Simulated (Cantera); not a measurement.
Input: 1 mol Si, 0.053 mol O₂, 540 mol H₂, 0.017 mol H₂O, at 9.40e-6 bar.

Equilibrium computed with Cantera from the NASA thermochemical tables; the gas is ideal and each condensed phase is pure. Candidate condensed phases: H₂O, Si, SiO₂; 18 gas species. Equilibrium is a limit: real reactors are often held back by kinetics, nucleation or transport.

### Question
At 1850 K, list the 4 most abundant gas species with their mole fractions, and the condensed phases.

### Answer
H₂ 0.838, H 0.161, Si 0.00149, SiO 0.000209. Condensed: gas only.
